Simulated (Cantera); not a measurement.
A Cantera script and what it prints.

```python
import numpy as np
import cantera as ct

gas_names = """
    Ca CaF CaF2 Ca2 F F2 H HF H2 H2F2 H3F3 H4F4 H5F5 H6F6 H7F7
""".split()
cond_names = """
    Ca(a) Ca(b) Ca(L) CaF2(a) CaF2(b) CaF2(L)
""".split()


# ... load() reads the species with a 1 bar reference pressure and builds the phases ...
atoms = {
    'CaF2': {'Ca': 1, 'F': 2},
    'H2': {'H': 2},
    'HF': {'H': 1, 'F': 1},
}
top_T = {}  # K; cautious upper limits of use, not melting points


# ... equilibrate(T, P, feed) seeds the gas with the atoms and calls Mixture.equilibrate('TP', solver="vcs", rtol=1e-11, max_steps=5000) ...
results = []
feed = {'CaF2': 1, 'H2': 0.37, 'HF': 0.16}  # mol
T = 723  # K
P = 25000  # Pa
mix = equilibrate(T, P, feed)
results.append((T, P, feed, dict(zip(mix.species_names, mix.species_moles))))
print(gas.report(threshold=0.001))
for i in range(1, mix.n_phases):
    print(f"{mix.phase(i).name:16s} {mix.phase_moles(i):12.5e} mol")
```

Output:

```
       temperature   723 K
          pressure   25000 Pa
           density   0.030971 kg/m^3
  mean mol. weight   7.4471 kg/kmol
   phase of matter   gas

                          1 kg             1 kmol
                     ---------------   ---------------
          enthalpy       -9.3807e+06       -6.9859e+07  J
   internal energy       -1.0188e+07        -7.587e+07  J
           entropy             25002        1.8619e+05  J/K
    Gibbs function       -2.7457e+07       -2.0448e+08  J
 heat capacity c_p            3946.7             29392  J/K
 heat capacity c_v            2830.3             21077  J/K

                      mass frac. Y      mole frac. X     chem. pot. / RT
                     ---------------   ---------------   ---------------
                HF           0.81099           0.30188            -69.87
                H2           0.18899           0.69812            -18.51
     [  +13 minor]        1.8767e-05        3.4928e-06

Ca(b)             0.00000e+00 mol
CaF2(a)           1.00000e+00 mol
```

These are equilibrium values from Cantera (NASA tables, ideal gas, pure condensed phases), not measurements of a reactor.
